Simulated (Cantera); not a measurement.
Mixture: 4.63 % C₃H₈, 17.8 % O₂, 75.0 % N₂, 2.59 % H₂O, at 4950 Torr, adiabatic and at constant pressure. Ignition delay is the time to a rise of 400 K.

Model: GRI-Mech 3.0 (53 species, 325 reactions), integrated in Cantera. GRI-Mech 3.0 was tuned for natural gas; its chemistry of propane as a main component is partial and can be far from experiment.

**Question.** Predict: delay at 1323 K; delay at 1423 K; delay at 1523 K; delay at 1623 K; delay at 1723 K; apparent activation energy between 1623 and 1723 K.

**Answer.** 
```
Property                                                 Value
--------------------------------------------------  ----------
delay at 1323 K                                       0.296 ms
delay at 1423 K                                        71.1 µs
delay at 1523 K                                        22.9 µs
delay at 1623 K                                        9.47 µs
delay at 1723 K                                        4.81 µs
apparent activation energy between 1623 and 1723 K  160 kJ/mol
```
